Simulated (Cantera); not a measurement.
Cantera run, input and output.

```python
import numpy as np
import cantera as ct

gas = ct.Solution("gri30.yaml")
gas.TPX = 1648, 22000, {'C2H6': 1, 'N2': 15}
reactor = ct.IdealGasConstPressureReactor(gas, energy="off", clone=False)
net = ct.ReactorNet([reactor])
net.rtol, net.atol = 1e-08, 1e-18
show = ['C2H6', 'CH3', 'H', 'HCN', 'C2H2', 'H2']
times = np.geomspace(7e-06, 4, 12)

steps = ct.SolutionArray(gas, extra=["t"])
rows = []
print(f"{'t/s':>10s}{'T/K':>9s}{'P/Pa':>11s}" + "".join(f"{s:>11s}" for s in show))
for t in times:
    while net.time < t:
        t_next = net.step()
        steps.append(gas.state, t=t_next)
    rows.append([np.interp(t, steps.t, y) for y in (steps.T, steps.P, *steps(*show).X.T)])
    print(f"{t:10.3e}{rows[-1][0]:9.1f}{rows[-1][1]:11.4g}" + "".join(f"{x:11.3e}" for x in rows[-1][2:]))
rate = np.gradient(steps.T, steps.t)
print("integrator steps:", len(steps.t))
if steps.T.max() > steps.T[0] + 200:
    print(f"time of steepest temperature rise: {steps.t[rate.argmax()]:.4e} s")
gas.TPX = 1648, 22000, {'C2H6': 1, 'N2': 15}
gas.equilibrate("TP")
print(f"equilibrium (TP): T = {gas.T:.1f} K  " + "  ".join(f"{s} {gas[s].X[0]:.3e}" for s in show))
```

Result:

```
       t/s      T/K       P/Pa       C2H6        CH3          H        HCN       C2H2         H2
 7.000e-06   1648.0    2.2e+04  6.127e-02  1.994e-03  1.461e-05  2.358e-11  8.377e-09  4.927e-05
 2.336e-05   1648.0    2.2e+04  5.671e-02  5.387e-03  1.327e-04  3.450e-08  6.704e-06  1.676e-03
 7.795e-05   1648.0    2.2e+04  3.530e-02  8.551e-03  3.170e-04  6.500e-07  1.041e-03  1.639e-02
 2.601e-04   1648.0    2.2e+04  5.513e-03  3.852e-03  3.866e-04  1.714e-06  1.369e-02  4.812e-02
 8.680e-04   1648.0    2.2e+04  1.798e-04  7.830e-04  1.513e-04  2.124e-06  3.302e-02  7.094e-02
 2.897e-03   1648.0    2.2e+04  1.975e-05  2.635e-04  5.791e-05  2.145e-06  4.216e-02  8.041e-02
 9.666e-03   1648.0    2.2e+04  8.561e-06  1.742e-04  4.152e-05  2.147e-06  4.663e-02  8.525e-02
 3.226e-02   1648.0    2.2e+04  7.315e-06  1.623e-04  4.340e-05  2.171e-06  4.801e-02  8.798e-02
 1.076e-01   1648.0    2.2e+04  4.562e-06  1.295e-04  4.695e-05  2.250e-06  4.968e-02  9.310e-02
 3.592e-01   1648.0    2.2e+04  1.492e-06  7.539e-05  5.355e-05  2.452e-06  5.228e-02  1.011e-01
 1.199e+00   1648.0    2.2e+04  2.258e-07  2.972e-05  6.000e-05  2.803e-06  5.428e-02  1.073e-01
 4.000e+00   1648.0    2.2e+04  2.692e-08  9.892e-06  6.287e-05  3.229e-06  5.508e-02  1.098e-01
integrator steps: 1432
equilibrium (TP): T = 1648.0 K  C2H6 2.715e-09  CH3 2.664e-06  H 6.362e-05  HCN 7.056e-02  C2H2 2.014e-02  H2 1.107e-01
```

Computed with Cantera and GRI-Mech 3.0 (53 species, 325 reactions). GRI-Mech 3.0 stops at C3 and has no aromatics, soot or wall deposition, so with more carbon than oxygen in the feed, carbon stays in small species such as C2H2 where larger ones or solid carbon would form.
